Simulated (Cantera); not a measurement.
Charge: 1 mol Si2Cl6, 4.8 mol NH3, 2 mol N2, equilibrated at 1698 K and 6100 Pa.

Cantera equilibrium calculation (NASA polynomials, part measured and part estimated; ideal gas, pure solids and liquids). Candidate condensed phases: NH4Cl, Si, Si3N4; 28 gas species. The feed counts by its element totals alone. The tables' values for SiCl3, SiCl are old estimates; treat these amounts as uncertain. Rates play no part.

Base state: H2 0.398, N2 0.282, HCl 0.223, SiCl2 0.0889, SiCl3 0.00633, SiCl4 0.000890, H 0.000369, SiHCl3 0.000305 (mole fractions); condensed: Si3N4(s).

Task: What changes in the equilibrium state with this change: pressure from 6100 Pa to 10000 Pa?

Result: 
| species | before | after |
|---|---|---|
| H2 | 0.398 | 0.392 |
| N2 | 0.282 | 0.277 |
| HCl | 0.223 | 0.243 |
| SiCl2 | 0.0889 | 0.0774 |
| SiCl4 | 0.000890 | 0.00152 |
| SiCl | 3.05e-5 | 1.90e-5 |
| SiHCl3 | 0.000305 | 0.000473 |
| SiH2Cl2 | 1.82e-5 | 2.56e-5 |
| Si3N4(s), mol | 0.213 | 0.260 |

Task: What changes in the equilibrium state with this change: pressure from 6100 Pa to 1330 Pa?

Result: 
| species | before | after |
|---|---|---|
| H2 | 0.398 | 0.416 |
| N2 | 0.282 | 0.295 |
| HCl | 0.223 | 0.163 |
| SiCl2 | 0.0889 | 0.121 |
| Si | 2.12e-6 | 2.59e-5 |
| SiCl4 | 0.000890 | 0.000135 |
| SiHCl3 | 0.000305 | 6.63e-5 |
| Si3N4(s), mol | 0.213 | 0.0676 |
